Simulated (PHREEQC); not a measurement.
Dissolve 0.23 mol H3PO4 per kg of water at 45 °C. Closed to the air; pH follows from the charge balance.

Equilibrium calculation in PHREEQC: ion-association model, phreeqc.dat.

Precipitation was switched off in this run.

Task: What pH, ionic strength does the model give?

Result: pH 1.48; ionic strength 0.0382 mol/kgw.

Task: In which forms is P present?

Result: H3PO4 83 %, H2PO4- 17 % of the P.

At this temperature some constants are extrapolated from 25 °C, and those without enthalpy data are left unchanged.
